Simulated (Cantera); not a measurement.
A perfectly stirred reactor is fed with 7.84 % CH₃OH, 10.7 % O₂, 81.5 % N₂, equivalence ratio 1.1, at 750 Torr; it is adiabatic with a 348 K inlet, and is followed from long to short residence time, starting on the burning branch (τ in s: 0.13, 0.067, 0.035, 0.018, 0.0093, 0.0048, 0.0025, 0.0013, 0.00067, 0.00035, 0.00018, 9.3e-05).

Model: GRI-Mech 3.0 (53 species, 325 reactions), integrated in Cantera. GRI-Mech 3.0 was tuned for natural gas; its chemistry of methanol as a main component is partial and can be far from experiment.

One state of this run: T (K) = 1536; x CH₃OH = 3.91e-5; x O₂ = 0.00433; x HCN = 7.48e-7; x H = 0.00342; x HO₂ = 3.69e-6; x N₂O = 3.95e-8; x C₂H = 3.55e-11. x: mole fraction; the columns are a selection and need not sum to one.

Task: Which value of τ (s) does it belong to?
A) 0.067
B) 0.0025
C) 0.0048
D) 0.00067

Result: B, 0.0025
